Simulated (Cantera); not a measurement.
A perfectly stirred reactor is fed with H2 : O2 : N2 = 0.68 : 1 : 1.6 (molar parts), equivalence ratio 0.34, at 30000 Pa; it is held at 1000 K, and followed from long to short residence time.

Detailed kinetics in Cantera: GRI-Mech 3.0 (53 species, 325 reactions). The temperature is held fixed by assumption; the heat of reaction is taken as removed at once.

Q: What does this change do: pressure from 30000 Pa to 13300 Pa?

A: 
| quantity | before | after |
|---|---|---|
| x(H2) at τ = 18.0 s | 0.000754 | 0.000178 |
| x(O2) at τ = 18.0 s | 0.225 | 0.225 |
| x(OH) at τ = 18.0 s | 3.55e-6 | 3.56e-5 |
| x(NO) at τ = 18.0 s | 3.43e-9 | 1.43e-8 |
| x(HO2) at τ = 18.0 s | 1.40e-5 | 4.44e-6 |
| x(H2) at τ = 96.0 ms | 0.00790 | 0.00427 |
| x(O2) at τ = 96.0 ms | 0.227 | 0.226 |
| x(OH) at τ = 96.0 ms | 5.85e-5 | 0.000257 |
| x(NO) at τ = 96.0 ms | 6.74e-9 | 2.93e-8 |
| x(HO2) at τ = 96.0 ms | 7.06e-5 | 3.48e-5 |
Radical loss at walls, strong at low pressure, is not modelled.
